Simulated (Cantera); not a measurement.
Charge: 1 mol NaOH, 1.6 mol H₂O, 3.5 mol CO₂, 0.019 mol C, at 0.120 Torr.

Method: chemical equilibrium by Gibbs-energy minimisation in Cantera with the NASA 1993 tables (ideal gas, pure condensed phases). Candidate condensed phases: C, C₆H₆, C₇H₈, C₈H₁₈, H₂O, Na, NaOH, NaO₂, Na₂CO₃, Na₂O, Na₂O₂; 117 gas species. Equilibrium is a limit: real reactors are often held back by kinetics, nucleation or transport.

**Question.** At 1598 K, list the 5 most abundant gas species with their mole fractions, and the condensed phases.

**Answer.** CO₂ 0.513, H₂O 0.300, Na 0.132, O₂ 0.0323, NaOH 0.0150. Condensed: gas only.
